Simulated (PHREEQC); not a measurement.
A solution holds 0.25 mol H3PO4 per kg of water, at 25 °C. Closed to the air; pH follows from the charge balance.

All values are PHREEQC results (ion-association model, wateq4f.dat), not measurements.

Precipitation was switched off in this run.

Predict the pH, ionic strength.

pH 1.42; ionic strength 0.0444 mol/kgw.

In which forms is P present?

H3PO4 82 %, H2PO4- 18 % of the P.

Complexes and solids missing from the database can't appear. H3PO4, which wateq4f.dat lacks, is added to it with the constant of phreeqc.dat.
